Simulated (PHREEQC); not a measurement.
## Brackish or sea water: an equilibrium model

Synthetic water in mg/L, 15 °C, pH 6.96, pe 12.4: Na 1780; K 20.2; Ca 439; Mg 72.4; Cl 3040; S(6) as SO4 782; Alkalinity as HCO3 169; N(5) as NO3 0.952.

Valence states are taken as typed.

Equilibrium calculation in PHREEQC: ion-association model, phreeqc.dat.

No solid was allowed to form.

Q: Estimate the ionic strength, density.

A: ionic strength 0.120 mol/kgw; density 1.004 g/cm³.

Q: In which forms is Mg present?

A: Mg+2 87 %, MgSO4 12 %, MgHCO3+ 1.0 % of the Mg.
